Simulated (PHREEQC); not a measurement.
**Copper plating or etch bath**

Make-up at 25 °C: 5.6 mmol/kgw CuSO4, 88 mmol/kgw HCl and 0.042 mmol/kgw KCl. Closed to the air; pH follows from the charge balance.

Equilibrium calculation in PHREEQC: ion-association model, phreeqc.dat.

This is a speciation only: nothing precipitates in the calculation.

Q: Estimate the pH, specific conductance, density.

A: pH 1.16; specific conductance 30700 µS/cm; density 0.999 g/cm³.

Q: In which forms is S present?

A: HSO4- 74 %, SO4-2 23 %, CuSO4 3.4 % of the S.
